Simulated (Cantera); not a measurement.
**Counterflow diffusion flame**

A counterflow diffusion flame at 66000 Pa, nozzles 20 mm apart: fuel side CH₄ : H₂ = 1 : 0.18 (molar parts) at 598 K, oxidiser side O₂ : N₂ = 0.25 : 0.75 (molar parts) at 375 K, fuel mass flux 0.6 times the oxidiser's; mixture-averaged transport, no radiation.

Cantera simulation using GRI-Mech 3.0 (53 species, 325 reactions); the numbers are that mechanism's predictions, not measurements. GRI-Mech 3.0 has no aromatics or soot, which form on the fuel side of real flames. The maximum strain rate includes the flame's own expansion and is several times the mean.

| oxidiser flux (kg/m²/s) | max strain (1/s) | mean strain (1/s) | T max (K) | peak x OH | peak x H | peak x NO | peak x CO | peak x C₂H₂ |
|---|---|---|---|---|---|---|---|---|
| 0.4 | 436 | 97.6 | 2188 | 0.0129 | 0.00868 | 0.000282 | 0.0692 | 0.0162 |
| 0.54 | 568 | 132 | 2171 | 0.0126 | 0.00894 | 0.000253 | 0.0679 | 0.0155 |
| 0.73 | 736 | 178 | 2155 | 0.0123 | 0.00922 | 0.000224 | 0.0669 | 0.0149 |
| 0.99 | 959 | 242 | 2139 | 0.0121 | 0.00948 | 0.000194 | 0.0662 | 0.0143 |
| 1.3 | 1210 | 317 | 2123 | 0.0117 | 0.00965 | 0.000167 | 0.0656 | 0.0136 |
| 1.8 | 1580 | 439 | 2101 | 0.0112 | 0.00976 | 0.000133 | 0.0652 | 0.0125 |
| 2.5 | 2110 | 610 | 2074 | 0.0105 | 0.00972 | 0.000100 | 0.0651 | 0.0112 |
x: mole fraction; the columns are a selection and need not sum to one.
